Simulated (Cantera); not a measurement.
An adiabatic, constant-volume homogeneous reactor starts with 5.56 % C₃H₈, 19.9 % O₂, 74.6 % N₂, at 1448 K and 2.30 bar.

Detailed kinetics in Cantera: GRI-Mech 3.0 (53 species, 325 reactions). GRI-Mech 3.0 was tuned for natural gas; its chemistry of propane as a main component is partial and can be far from experiment. Above 3000 K some thermodynamic fits are extrapolated.

Predict: time of steepest temperature rise; temperature at 0.600 s; equilibrium temperature; x(O₂) at 0.600 s; x(HO₂) at 0.600 s; x(H₂) at 0.600 s.


| Property | Value |
|---|---|
| time of steepest temperature rise | 77.5 µs |
| temperature at 0.600 s | 3044 K |
| equilibrium temperature | 3044 K |
| x(O₂) at 0.600 s | 0.00355 (gas-phase equilibrium 0.00355) |
| x(HO₂) at 0.600 s | 3.74e-6 (gas-phase equilibrium 3.74e-6) |
| x(H₂) at 0.600 s | 0.0471 (gas-phase equilibrium 0.0471) |
